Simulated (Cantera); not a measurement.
## Thermodynamics of fluorocarbon and chlorocarbon gases, feed CF4 + CH4 + H2

A closed system holds: 1 mol CF4, 0.046 mol CH4, a varied amount of H2, held at 1798 K and 29000 Pa.

These are equilibrium values from Cantera (NASA tables, ideal gas, pure condensed phases), not measurements of a reactor. Candidate condensed phases: C, C6H6, C7H8, C8H18; 95 gas species. Gases not in the tables: C2F6 and larger saturated fluorocarbons. The numbers say what is thermodynamically allowed, not how fast it happens.

| n(H2) (mol) | log p HF | log p CF4 | log p CF2 | log p CF3 | log p F | log p CHF3 | n C(graphite) |
|---|---|---|---|---|---|---|---|
| 0.13 | -1.02 | -0.72 | -3.12 | -3.73 | -4.06 | -5.48 | 0.155 |
| 0.18 | -0.95 | -0.75 | -3.14 | -3.76 | -4.06 | -5.43 | 0.180 |
| 0.25 | -0.88 | -0.80 | -3.16 | -3.80 | -4.08 | -5.39 | 0.215 |
| 0.35 | -0.81 | -0.87 | -3.20 | -3.85 | -4.09 | -5.35 | 0.265 |
| 0.48 | -0.75 | -0.96 | -3.24 | -3.91 | -4.12 | -5.33 | 0.330 |
| 0.67 | -0.69 | -1.08 | -3.30 | -4.01 | -4.15 | -5.33 | 0.425 |
| 0.92 | -0.63 | -1.25 | -3.39 | -4.13 | -4.19 | -5.36 | 0.550 |
| 1.3 | -0.58 | -1.55 | -3.54 | -4.36 | -4.26 | -5.46 | 0.740 |
| 1.8 | -0.54 | -2.40 | -3.96 | -5.00 | -4.48 | -5.85 | 0.991 |
log p: log10 of the partial pressure in bar; n: condensed amount in mol.

From 0.13 mol H2 to 1.8 mol H2 the condensed part is C(graphite). The main C-bearing gas is CF4 throughout. The share of C in condensed phases is highest at 1.8 mol H2 (94.8 %) and lowest at 0.13 mol H2 (14.8 %).
